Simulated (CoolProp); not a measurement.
R1336mzz(E) along the isobar 954 kPa: Z from the reference equation and from simpler models built on Tc = 403.5 K, pc = 2779 kPa, ω = 0.413; each cubic takes its own stable root.

Values from CoolProp's reference Helmholtz-energy equation of state, Akasaka 2023.

```csv
T (K),phase,reference,Redlich-Kwong,Peng-Robinson
266.9,liquid,0.04978,0.06001,0.05016
284.8,liquid,?,0.05877,?
302.7,liquid,0.04729,0.05822,0.04795
320.6,liquid,0.04675,0.05850,0.04781
338.4,liquid,0.04683,0.05996,0.04857
356.3,gas,0.7654,?,?
374.2,gas,?,0.8357,?
392.1,gas,0.8482,0.8598,?
410,gas,0.8744,0.8792,0.8685
```

**Question.** Fill in the missing entries.

**Answer.** 
- 284.8, reference: 0.04832
- 284.8, Peng-Robinson: 0.04876
- 356.3, Redlich-Kwong: 0.8048
- 356.3, Peng-Robinson: 0.7686
- 374.2, reference: 0.8136
- 374.2, Peng-Robinson: 0.8111
- 392.1, Peng-Robinson: 0.8433
